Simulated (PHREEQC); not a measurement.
**Leach liquor**

Consider water at 25 °C with 0.024 mol/kgw HCl, 0.059 mol/kgw Li2SO4 and 0.00048 mol/kgw Na2SO4. Closed to the air; pH follows from the charge balance.

All values are PHREEQC results (ion-association model, phreeqc.dat), not measurements.

No solid was allowed to form.

Problem. What pH does the model give?

Solution. pH 2.07.

Problem. In which forms is S present?

Solution. SO4-2 67 %, HSO4- 23 %, LiSO4- 10 % of the S.
